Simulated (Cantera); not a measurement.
A freely propagating, adiabatic, planar premixed flame of CH4 : O2 : N2 = 1 : 1.67 : 5 (molar parts), unburnt at 500 K and 1000000 Pa; mixture-averaged transport, grid criteria slope 0.08 and curve 0.16, no radiation.

Cantera simulation using GRI-Mech 3.0 (53 species, 325 reactions); the numbers are that mechanism's predictions, not measurements. Burning velocities carry a grid error of a few per cent, more on coarse grids.

### Question
What does this change do: 0.69 parts H2O added?

### Answer
| quantity | before | after |
|---|---|---|
| laminar burning velocity | 54.6 cm/s | 36.0 cm/s |
| thermal thickness | 0.0544 mm | 0.0791 mm |
| peak x(O) | 0.000665 | 0.000236 |
| peak x(H) | 0.00447 | 0.00262 |
